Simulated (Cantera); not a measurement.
Charge: 1 mol SiC, 0.045 mol CO2, 13 mol H2, held at 100 Torr.

Cantera equilibrium calculation (NASA polynomials, part measured and part estimated; ideal gas, pure solids and liquids). Candidate condensed phases: C, C6H6, C7H8, C8H18, H2O, Si, SiC, SiO2; 123 gas species. Mutual solubility and eutectic melting of coexisting phases are not modelled. The tables hold silica as quartz up to 1696 K and as liquid above; real silica turns to tridymite and cristobalite and melts near 1996 K. Equilibrium is a limit: real reactors are often held back by kinetics, nucleation or transport.

x: gas mole fraction; n: condensed amount in mol.

| T (°C) | x H2 | x CH4 | x CO | x H2O | x H | x C2H4 | n SiC(s) | n SiO2(β-quartz) | n C(graphite) |
|---|---|---|---|---|---|---|---|---|---|
| 725 | 0.993 | 0.00697 | 3.49e-7 | ? | 5.87e-9 | 2.28e-8 | 0.955 | 0.0450 | 0 |
| 750 | 0.993 | 0.00697 | 1.27e-6 | ? | 1.13e-8 | 4.30e-8 | 0.955 | 0.0450 | 0 |
| 775 | 0.993 | 0.00696 | 4.32e-6 | ? | 2.11e-8 | 7.89e-8 | 0.955 | 0.0450 | 0 |
| 800 | 0.994 | 0.00605 | 1.12e-5 | ? | 3.83e-8 | 1.06e-7 | 0.955 | 0.0449 | 0.0116 |
| 825 | 0.995 | 0.00482 | 2.44e-5 | ? | 6.76e-8 | 1.17e-7 | 0.955 | 0.0448 | 0.0271 |
| 850 | 0.996 | 0.00388 | 5.11e-5 | ? | 1.16e-7 | 1.28e-7 | 0.955 | 0.0447 | 0.0387 |
| 875 | 0.997 | 0.00315 | 0.000103 | ? | 1.96e-7 | 1.40e-7 | 0.956 | 0.0443 | 0.0471 |
| 900 | 0.997 | 0.00258 | 0.000203 | ? | 3.22e-7 | 1.52e-7 | 0.956 | 0.0437 | 0.0526 |
| 925 | 0.997 | 0.00213 | 0.000388 | ? | 5.20e-7 | 1.65e-7 | 0.958 | 0.0425 | 0.0548 |

Task: Complete the blanks.

Result: 
- 725, x H2O: 3.47e-8
- 750, x H2O: 6.49e-8
- 775, x H2O: 1.18e-7
- 800, x H2O: 1.94e-7
- 825, x H2O: 2.97e-7
- 850, x H2O: 4.48e-7
- 875, x H2O: 6.61e-7
- 900, x H2O: 9.60e-7
- 925, x H2O: 1.37e-6
